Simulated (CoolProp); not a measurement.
Properties of R410A along the isobar 280 kPa (Tc = 344.5 K, pc = 4901 kPa, ω = 0.296).

Model: reference Helmholtz-energy equation of state, Lemmon 2003, in CoolProp. It is a pseudo-pure fit of the blend.

```json
[
 {"T (K)": "276.9", "phase": "gas", "cv (kJ/(kg K))": "0.6978", "isothermal compressibility (1/MPa)": "3.765", "expansivity (1/kK)": "4.364", "conductivity (mW/(m K))": "12.0", "Prandtl number": "0.847"},
 {"T (K)": "297.2", "phase": "gas", "cv (kJ/(kg K))": "0.7146", "isothermal compressibility (1/MPa)": "3.714", "expansivity (1/kK)": "3.866", "conductivity (mW/(m K))": "13.5", "Prandtl number": "0.819"},
 {"T (K)": "317.5", "phase": "gas", "cv (kJ/(kg K))": "0.7380", "isothermal compressibility (1/MPa)": "3.681", "expansivity (1/kK)": "3.502", "conductivity (mW/(m K))": "14.9", "Prandtl number": "0.806"},
 {"T (K)": "337.8", "phase": "gas", "cv (kJ/(kg K))": "0.7644", "isothermal compressibility (1/MPa)": "3.657", "expansivity (1/kK)": "3.219", "conductivity (mW/(m K))": "16.4", "Prandtl number": "0.800"},
 {"T (K)": "358", "phase": "gas", "cv (kJ/(kg K))": "0.7922", "isothermal compressibility (1/MPa)": "3.640", "expansivity (1/kK)": "2.988", "conductivity (mW/(m K))": "17.9", "Prandtl number": "0.799"},
 {"T (K)": "378.3", "phase": "gas", "cv (kJ/(kg K))": "0.8207", "isothermal compressibility (1/MPa)": "3.627", "expansivity (1/kK)": "2.794", "conductivity (mW/(m K))": "19.4", "Prandtl number": "0.801"},
 {"T (K)": "398.6", "phase": "gas", "cv (kJ/(kg K))": "0.8492", "isothermal compressibility (1/MPa)": "3.617", "expansivity (1/kK)": "2.627", "conductivity (mW/(m K))": "20.9", "Prandtl number": "0.805"},
 {"T (K)": "418.9", "phase": "gas", "cv (kJ/(kg K))": "0.8774", "isothermal compressibility (1/MPa)": "3.609", "expansivity (1/kK)": "2.482", "conductivity (mW/(m K))": "22.4", "Prandtl number": "0.809"},
 {"T (K)": "439.2", "phase": "gas", "cv (kJ/(kg K))": "0.9049", "isothermal compressibility (1/MPa)": "3.603", "expansivity (1/kK)": "2.354", "conductivity (mW/(m K))": "23.9", "Prandtl number": "0.814"},
 {"T (K)": "459.4", "phase": "gas", "cv (kJ/(kg K))": "0.9317", "isothermal compressibility (1/MPa)": "3.598", "expansivity (1/kK)": "2.240", "conductivity (mW/(m K))": "25.4", "Prandtl number": "0.818"},
 {"T (K)": "479.7", "phase": "gas", "cv (kJ/(kg K))": "0.9576", "isothermal compressibility (1/MPa)": "3.594", "expansivity (1/kK)": "2.137", "conductivity (mW/(m K))": "26.9", "Prandtl number": "0.822"},
 {"T (K)": "500", "phase": "gas", "cv (kJ/(kg K))": "0.9827", "isothermal compressibility (1/MPa)": "3.590", "expansivity (1/kK)": "2.044", "conductivity (mW/(m K))": "28.4", "Prandtl number": "0.826"}
]
```

Viscosity comes from a separate model (Geller 2000). Thermal conductivity comes from a separate model (Geller 2001).
